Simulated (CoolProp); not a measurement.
Vapour-liquid equilibrium of R125 (1) + R227EA (2) at 0.875 MPa; x and y are mole fractions of (1).

Model: multi-fluid Helmholtz-energy mixture model, Lemmon 2005 and Lemmon 2016; pair parameters Bell 2016, in CoolProp.

Give the bubble temperature and the first vapour's composition at x = 0.05, 0.125, 0.95. Is there an azeotrope?

x = 0.05: 318.6 K, y = 0.100; x = 0.125: 314.6 K, y = 0.236; x = 0.95: 283.2 K, y = 0.979. No azeotrope shows between x = 0.05 and 0.95.

Pair parameters are fitted to limited data, so mixtures are less certain than the pure fluids.
